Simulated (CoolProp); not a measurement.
Saturation properties of R142b.

Values from CoolProp's reference Helmholtz-energy equation of state, Lemmon 2006. It is a short technical equation, of lower accuracy than the large ones.

```json
[
 {"T (°C)": "12.55", "p (MPa)": "0.2261", "enthalpy of vaporisation (kJ/kg)": "210.3", "liquid cp (kJ/(kg K))": "1.281", "vapour Z": "0.9287"},
 {"T (°C)": "20.55", "p (MPa)": "0.2939", "enthalpy of vaporisation (kJ/kg)": "205.1", "liquid cp (kJ/(kg K))": "?", "vapour Z": "?"},
 {"T (°C)": "28.45", "p (MPa)": "0.3751", "enthalpy of vaporisation (kJ/kg)": "199.8", "liquid cp (kJ/(kg K))": "?", "vapour Z": "0.8996"},
 {"T (°C)": "36.35", "p (MPa)": "0.4721", "enthalpy of vaporisation (kJ/kg)": "?", "liquid cp (kJ/(kg K))": "1.347", "vapour Z": "0.8827"},
 {"T (°C)": "44.35", "p (MPa)": "0.5884", "enthalpy of vaporisation (kJ/kg)": "188.1", "liquid cp (kJ/(kg K))": "?", "vapour Z": "0.8638"},
 {"T (°C)": "52.25", "p (MPa)": "0.7229", "enthalpy of vaporisation (kJ/kg)": "181.9", "liquid cp (kJ/(kg K))": "1.402", "vapour Z": "0.8433"},
 {"T (°C)": "60.15", "p (MPa)": "0.8791", "enthalpy of vaporisation (kJ/kg)": "?", "liquid cp (kJ/(kg K))": "1.434", "vapour Z": "0.8208"},
 {"T (°C)": "68.15", "p (MPa)": "1.061", "enthalpy of vaporisation (kJ/kg)": "167.9", "liquid cp (kJ/(kg K))": "1.472", "vapour Z": "0.7959"},
 {"T (°C)": "76.05", "p (MPa)": "1.267", "enthalpy of vaporisation (kJ/kg)": "160.1", "liquid cp (kJ/(kg K))": "1.515", "vapour Z": "0.7689"},
 {"T (°C)": "83.95", "p (MPa)": "1.501", "enthalpy of vaporisation (kJ/kg)": "151.7", "liquid cp (kJ/(kg K))": "1.568", "vapour Z": "0.7391"},
 {"T (°C)": "91.95", "p (MPa)": "1.770", "enthalpy of vaporisation (kJ/kg)": "142.3", "liquid cp (kJ/(kg K))": "1.636", "vapour Z": "0.7058"},
 {"T (°C)": "99.85", "p (MPa)": "2.068", "enthalpy of vaporisation (kJ/kg)": "131.9", "liquid cp (kJ/(kg K))": "1.725", "vapour Z": "0.6690"},
 {"T (°C)": "107.75", "p (MPa)": "2.403", "enthalpy of vaporisation (kJ/kg)": "120.1", "liquid cp (kJ/(kg K))": "1.854", "vapour Z": "0.6273"}
]
```

Question: What belongs in the gaps?

Answer: 
- 20.55, liquid cp (kJ/(kg K)): 1.302
- 20.55, vapour Z: 0.9148
- 28.45, liquid cp (kJ/(kg K)): 1.323
- 36.35, enthalpy of vaporisation (kJ/kg): 194.2
- 44.35, liquid cp (kJ/(kg K)): 1.373
- 60.15, enthalpy of vaporisation (kJ/kg): 175.1

It boils at -9.1 °C under 1 atm.
